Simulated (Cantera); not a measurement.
An isothermal, constant-pressure homogeneous reactor starts with H2 : O2 : N2 = 1.8 : 1 : 5.4 (molar parts), equivalence ratio 0.90, at 1325 K and 120 Torr.

Detailed kinetics in Cantera: the H2/O2 subset of GRI-Mech 3.0, which has no nitrogen chemistry. The temperature is held fixed by assumption; the heat of reaction is taken as removed at once.

One state of this run: x H2 = 7.68e-7; x O2 = 0.0137; x H = 3.89e-9; x HO2 = 6.14e-9; x O = 8.78e-8; x H2O = 0.247; x H2O2 = 8.21e-10. x: mole fraction; the columns are a selection and need not sum to one.

Problem. Which value of t (s) does it belong to?
(A) 3.38
(B) 0.00476
(C) 0.0142
(D) 0.127

Solution. A, 3.38
